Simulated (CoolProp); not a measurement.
Isobutene along the isotherm 425.2 K: fugacity coefficient from the reference equation and from simpler models built on Tc = 418.1 K, pc = 4.016 MPa, ω = 0.193; each cubic takes its own stable root.

Values from CoolProp's reference Helmholtz-energy equation of state, Lemmon 2005. It is a short technical equation, of lower accuracy than the large ones.

```
p (MPa)          phase  reference
-------  -------------  ---------
0.019              gas     0.9984
0.0321             gas     0.9974
0.0542             gas     0.9956
0.0916             gas     0.9925
0.155              gas     0.9874
0.261              gas     0.9787
0.44               gas     0.9642
0.743              gas     0.9398
1.25               gas     0.8993
2.11               gas     0.8313
3.57               gas     0.7159
6.02     supercritical     0.5110
```

### Question
How far does each simpler model (van der Waals, Peng-Robinson) lie from the reference over these 12 states: mean and median of the absolute difference, and the worst?

### Answer
- van der Waals: mean 1.5 %, median 0.4 %, worst +7.4 % at 425.2 K and 6.02 MPa
- Peng-Robinson: mean 0.6 %, median 0.3 %, worst -2.0 % at 425.2 K and 3.57 MPa
